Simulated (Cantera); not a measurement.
Charge: 1 mol H₂S, 0.065 mol H₂, 3.5 mol O₂, equilibrated at 1800 K and 2.20 bar.

These are equilibrium values from Cantera (NASA tables, ideal gas, pure condensed phases), not measurements of a reactor. Rates play no part.

```tsv
species	before	after
O₂	0.487	0.484
H₂O	0.264	0.259
SO₂	0.246	0.247
OH	0.00113	0.00715
H	8.94e-7	0.000230
SO	4.70e-6	0.000193
SO₃	0.00267	6.59e-5
O	5.72e-5	0.00232
H₂	1.37e-5	0.000549
```
Gas species are given as mole fractions.

**Question.** What was changed between the two runs?
A) pressure from 2.20 bar to 0.00133 bar
B) temperature from 1800 K to 2523 K
C) O₂ from 3.5 to 0.088 mol
D) temperature from 1800 K to 798.15 K

**Answer.** A, pressure from 2.20 bar to 0.00133 bar
